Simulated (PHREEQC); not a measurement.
**Copper plating or etch bath (model solution)**

A solution holds 0.005 mol Cu(BF4)2, 0.00042 mol H2SO4 and 4.5e-05 mol H3BO3 per kg of water, at 48 °C. Closed to the air; pH follows from the charge balance.

Model: ion-association model, wateq4f.dat, run in PHREEQC.

No solid was allowed to form.

Question: Predict the pH, ionic strength.

Answer: pH 2.88; ionic strength 0.0162 mol/kgw.

Question: In which forms is B present?

Answer: BF4- 72 %, H3BO3 16 %, BF3OH- 7.6 %, BF2(OH)2- 4.2 % of the B.

At this temperature some constants are extrapolated from 25 °C, and those without enthalpy data are left unchanged. Real BF4- forms and hydrolyses slowly; the run takes it at equilibrium.
